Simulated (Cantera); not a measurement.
**Silicon epitaxy and polysilicon growth: SiH4 + HCl + H2**

A closed system holds: 1 mol SiH4, 0.023 mol HCl, 190 mol H2, held at 925 K and 11.0 mbar.

Method: chemical equilibrium by Gibbs-energy minimisation in Cantera with the NASA 1993 tables (ideal gas, pure condensed phases). Candidate condensed phases: Si; 19 gas species. Kinetics and transport are ignored.

The x(H2) is 1.000, the x(HCl) comes out as 0.000120 and the n(Si(s)) comes out as 1.000 mol. The gas amount is 192.0 mol.
